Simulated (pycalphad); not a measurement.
All values are pycalphad results on the COST 507 light-alloy database (1999) (1 atm), not direct measurements. These are 1990s assessments: newer ones move some temperatures and phases. The system is extrapolated from its subsystems; higher-order compounds may be missing. Phase fractions are per mole of atoms. Kinetics are ignored, which matters at the lower temperatures.

Problem. Give the equilibrium state of Ti-4.82V-1.41Si (at.%) at 950 K.

Solution. HCP_A3, fraction 0.708, with 1.3 V, 0.42 Si at.%; BCC_A2, fraction 0.267, with 14.7 V, 1.8 Si at.%; SITI3, fraction 0.025, with no V, 25.0 Si at.%.

Problem. Give the equilibrium state of Ti-4.82V-1.41Si (at.%) at 1850 K.

Solution. BCC_A2, fraction 0.773, with 4.6 V, 0.65 Si at.%; LIQUID, fraction 0.227, with 5.4 V, 4.0 Si at.%.

Database names, with the compositions (at.%) that they take in these runs: SITI3: Ti 75 Si 25. BCC_A2 is bcc; HCP_A3 is hcp. An entry "none" or "no" means that the model of the phase leaves that element out.
